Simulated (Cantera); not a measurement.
A Cantera script and its output.

```python
import numpy as np
import cantera as ct

gas = ct.Solution("gri30.yaml", transport_model="mixture-averaged")
show = ['H', 'H2', 'CH4']

rows = []
print(f"{'T/K':>7s}{'rho':>11s}{'cp':>10s}{'mu':>11s}{'lambda':>11s}{'Pr':>7s}" + "".join(f"{'D_' + s:>11s}" for s in show))
for T in [400, 550, 700, 850, 1000, 1150]:
    gas.TPX = T, 13332, {'N2O': 0.91, 'H2O': 0.48, 'NO': 0.46}
    Pr = gas.cp_mass * gas.viscosity / gas.thermal_conductivity
    D = [gas.mix_diff_coeffs_mole[gas.species_index(s)] for s in show]
    rows.append([gas.density, gas.cp_mass, gas.viscosity, gas.thermal_conductivity, Pr, *D])
    print(f"{T:7g}{gas.density:11.4e}{gas.cp_mass:10.1f}{gas.viscosity:11.4e}"
          f"{gas.thermal_conductivity:11.4e}{Pr:7.3f}" + "".join(f"{d:11.4e}" for d in D))
print("SI units: kg/m3, J/kg/K, Pa s, W/m/K, m2/s")
```

Result:

```
    T/K        rho        cp         mu     lambda     Pr        D_H       D_H2      D_CH4
    400 1.3543e-01    1105.5 1.9242e-05 2.9798e-02  0.714 1.4261e-03 9.1457e-04 2.5187e-04
    550 9.8496e-02    1189.4 2.5264e-05 4.2170e-02  0.713 2.5301e-03 1.5796e-03 4.4741e-04
    700 7.7390e-02    1260.9 3.0711e-05 5.4516e-02  0.710 3.8641e-03 2.3759e-03 6.8388e-04
    850 6.3733e-02    1321.3 3.5724e-05 6.6692e-02  0.708 5.4051e-03 3.2924e-03 9.5720e-04
   1000 5.4173e-02    1371.3 4.0397e-05 7.8610e-02  0.705 7.1373e-03 4.3207e-03 1.2645e-03
   1150 4.7107e-02    1410.3 4.4795e-05 9.0226e-02  0.700 9.0485e-03 5.4547e-03 1.6036e-03
SI units: kg/m3, J/kg/K, Pa s, W/m/K, m2/s
```

Model: GRI-Mech 3.0 (53 species, 325 reactions), integrated in Cantera. Polar gases are described roughly by these parameters. The composition is frozen, though it would react at the higher temperatures.
